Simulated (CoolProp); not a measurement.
Model: reference Helmholtz-energy equation of state, Thol 2017, in CoolProp.

**Question.** For octamethyltrisiloxane (MDM), give the phase and the Z, cp (kJ/(kg K)), speed of sound (m/s), expansivity (1/kK) at 575 K and 4.98 MPa; 575 K and 6.08 MPa.

**Answer.** 
- 575 K and 4.98 MPa: supercritical; Z 0.488, cp 2.45, speed of sound 259, expansivity 3.11
- 575 K and 6.08 MPa: supercritical; Z 0.577, cp 2.42, speed of sound 291, expansivity 2.63
